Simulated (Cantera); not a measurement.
A Cantera script and its output.

```python
import numpy as np
import cantera as ct

gas = ct.Solution("h2o2.yaml")
gas.TPX = 1050, 100000, {'H2': 0.45, 'O2': 1, 'N2': 0.74}
reactor = ct.IdealGasConstPressureReactor(gas, energy="off", clone=False)
net = ct.ReactorNet([reactor])
net.rtol, net.atol = 1e-08, 1e-18
show = ['H2', 'O2', 'OH', 'H2O2', 'O']
times = np.geomspace(2e-06, 5, 10)

steps = ct.SolutionArray(gas, extra=["t"])
rows = []
print(f"{'t/s':>10s}{'T/K':>9s}{'P/Pa':>11s}" + "".join(f"{s:>11s}" for s in show))
for t in times:
    while net.time < t:
        t_next = net.step()
        steps.append(gas.state, t=t_next)
    rows.append([np.interp(t, steps.t, y) for y in (steps.T, steps.P, *steps(*show).X.T)])
    print(f"{t:10.3e}{rows[-1][0]:9.1f}{rows[-1][1]:11.4g}" + "".join(f"{x:11.3e}" for x in rows[-1][2:]))
rate = np.gradient(steps.T, steps.t)
print("integrator steps:", len(steps.t))
if steps.T.max() > steps.T[0] + 200:
    print(f"time of steepest temperature rise: {steps.t[rate.argmax()]:.4e} s")
gas.TPX = 1050, 100000, {'H2': 0.45, 'O2': 1, 'N2': 0.74}
gas.equilibrate("TP")
print(f"equilibrium (TP): T = {gas.T:.1f} K  " + "  ".join(f"{s} {gas[s].X[0]:.3e}" for s in show))
```

Output:

```
       t/s      T/K       P/Pa         H2         O2         OH       H2O2          O
 2.000e-06   1050.0      1e+05  2.055e-01  4.566e-01  5.356e-11  1.657e-13  1.078e-10
 1.028e-05   1050.0      1e+05  2.055e-01  4.566e-01  9.829e-10  8.190e-12  2.419e-09
 5.282e-05   1050.0      1e+05  2.051e-01  4.564e-01  2.211e-05  6.240e-07  4.459e-05
 2.714e-04   1050.0      1e+05  4.666e-02  4.083e-01  4.745e-06  3.015e-04  5.813e-06
 1.395e-03   1050.0      1e+05  4.211e-02  4.068e-01  5.523e-06  6.255e-04  6.168e-06
 7.169e-03   1050.0      1e+05  2.171e-02  4.007e-01  5.710e-06  5.782e-04  4.923e-06
 3.684e-02   1050.0      1e+05  2.684e-03  3.952e-01  2.439e-06  4.243e-05  1.071e-06
 1.893e-01   1050.0      1e+05  1.878e-04  3.945e-01  4.602e-07  5.233e-07  3.057e-08
 9.729e-01   1050.0      1e+05  1.307e-05  3.944e-01  1.201e-07  6.981e-09  7.471e-10
 5.000e+00   1050.0      1e+05  1.681e-10  3.944e-01  4.359e-07  5.387e-10  3.000e-10
integrator steps: 2094
equilibrium (TP): T = 1050.0 K  H2 1.328e-10  O2 3.944e-01  OH 5.183e-07  H2O2 7.455e-10  O 4.227e-10
```

Cantera simulation using the H2/O2 subset of GRI-Mech 3.0, which has no nitrogen chemistry; the numbers are that mechanism's predictions, not measurements. The temperature is held fixed by assumption; the heat of reaction is taken as removed at once.
